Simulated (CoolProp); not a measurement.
Model: reference Helmholtz-energy equation of state, Schroeder 2014, in CoolProp.

Question: Give the vapour pressure (bar), vapour density (kg/m³), enthalpy of vaporisation (kJ/kg), liquid conductivity (mW/(m K)) of saturated ethanol at 59.45, 78.75, 117.45 °C.

Answer: 
```
T (°C)  p (bar)  vapour density (kg/m³)  enthalpy of vaporisation (kJ/kg)  liquid conductivity (mW/(m K))
------  -------  ----------------------  --------------------------------  ------------------------------
59.45     0.456                   0.774                               878                             157
78.75      1.03                    1.67                               849                             154
117.45     3.95                    6.09                               774                             148
```

Thermal conductivity comes from a separate model (Assael 2013).
